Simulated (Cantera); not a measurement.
## Catalytic stagnation flow on Pt

A jet of CH4 : O2 : N2 = 0.046 : 0.091 : 0.79 (molar parts) at 300 K and 0.280 bar hits a platinum plate 4.2 cm away at a mass flux of 0.043 kg/m²/s; the plate temperature is set and raised in steps from an oxygen-covered start.

Computed with Cantera and Deutschmann's 1995 Pt surface mechanism with GRI-Mech 3.0 gas chemistry. Catalytic surfaces can have several steady states; this one follows from the mechanism file's or the stated starting coverage.

```tsv
plate T (K)	wall x CH4	wall x O2	wall x H2O	wall x OH	wall x CO	wall x CO2	θ free Pt	θ CO*	θ C*
950	0.00132	0.000744	0.0893	<1e-8	0.00961	0.0480	0.777	0.221	0.00130
1000	0.00106	0.000631	0.0894	<1e-8	0.0102	0.0476	0.869	0.129	0.00101
1050	0.000941	0.000582	0.0889	<1e-8	0.0100	0.0479	0.930	0.0690	0.000681
1100	0.000892	0.000569	0.0880	<1e-8	0.00920	0.0489	0.964	0.0346	0.000418
1150	0.000880	0.000575	0.0868	2.21e-8	0.00797	0.0503	0.982	0.0168	0.000240
```
x: mole fraction at the wall; θ: surface coverage.
